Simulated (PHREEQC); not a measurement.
A column of 0.2 m (30 cells, dispersivity 0.007 m, 3600 s a shift, diffusion coefficient 3e-10 m²/s) holds 0.035 eq of the database's cation exchanger X per kg of pore water, first in equilibrium with 2.1 mmol/kgw CaCl2 and 0.01 mmol/kgw HCl. It is flushed with 0.013 mol/kgw KCl, 0.011 mol/kgw SrCl2 and 1e-05 mol/kgw HCl, at 25 °C. Values are for the last cell. No CO2 enters from the air. Precipitation was switched off in this run.

The series has 31 steps of pore volumes, from 0 to 4.017.

Computed with PHREEQC (ion-association model, phreeqc.dat).

**Question.** After how many pore volumes does K at the outlet first reach half of its feed value?

**Answer.** By 1.5 pore volumes.

**Question.** After how many pore volumes does Sr at the outlet first reach half of its feed value?

**Answer.** By 2.3 pore volumes.

Complexes and solids missing from the database can't appear.
